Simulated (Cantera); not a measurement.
Charge: 1 mol Si(CH3)4, 2 mol HCl, 30 mol H2, equilibrated at 1.95 Torr.

Equilibrium computed with Cantera from the NASA thermochemical tables; the gas is ideal and each condensed phase is pure. Candidate condensed phases: C, C6H6, C7H8, C8H18, Si, SiC; 109 gas species. The tables' values for SiCl are old estimates; treat these amounts as uncertain. The numbers say what is thermodynamically allowed, not how fast it happens.

log p: log10 of the partial pressure in bar; n: condensed amount in mol.

```
T (K)  log p H2  log p HCl  log p H  log p Si  log p Cl  log p C2H2 (acetylene)  n C(graphite)  n SiC(s)
-----  --------  ---------  -------  --------  --------  ----------------------  -------------  --------
1450      -2.61      -3.86    -6.33    -10.74     -7.67                     ___           3.00     0.998
1500      -2.61      -3.87    -6.06    -10.12     -7.41                     ___           3.00     0.997
1550      -2.61      -3.87    -5.81     -9.53     -7.16                     ___           3.00     0.997
1600      -2.61      -3.87    -5.57     -8.99     -6.93                     ___           3.00     0.996
1650      -2.61      -3.87    -5.35     -8.48     -6.71                     ___           3.00     0.995
1700      -2.61      -3.87    -5.14     -8.00     -6.50                     ___           3.00     0.994
1750      -2.61      -3.87    -4.94     -7.54     -6.31                     ___           3.00     0.992
1800      -2.61      -3.87    -4.75     -7.12     -6.13                     ___           3.00     0.990
1850      -2.61      -3.87    -4.58     -6.71     -5.96                     ___           2.99     0.987
1900      -2.62      -3.88    -4.41     -6.33     -5.79                     ___           2.99     0.981
1950      -2.62      -3.88    -4.25     -5.97     -5.64                     ___           2.99     0.968
2000      -2.62      -3.89    -4.10     -5.62     -5.49                     ___           3.00     0.943
2050      -2.63      -3.90    -3.96     -5.29     -5.36                     ___           3.02     0.892
```

### Question
What belongs in the gaps?

### Answer

- 1450, log p C2H2 (acetylene): -7.92
- 1500, log p C2H2 (acetylene): -7.65
- 1550, log p C2H2 (acetylene): -7.40
- 1600, log p C2H2 (acetylene): -7.17
- 1650, log p C2H2 (acetylene): -6.95
- 1700, log p C2H2 (acetylene): -6.74
- 1750, log p C2H2 (acetylene): -6.55
- 1800, log p C2H2 (acetylene): -6.37
- 1850, log p C2H2 (acetylene): -6.20
- 1900, log p C2H2 (acetylene): -6.03
- 1950, log p C2H2 (acetylene): -5.88
- 2000, log p C2H2 (acetylene): -5.74
- 2050, log p C2H2 (acetylene): -5.60
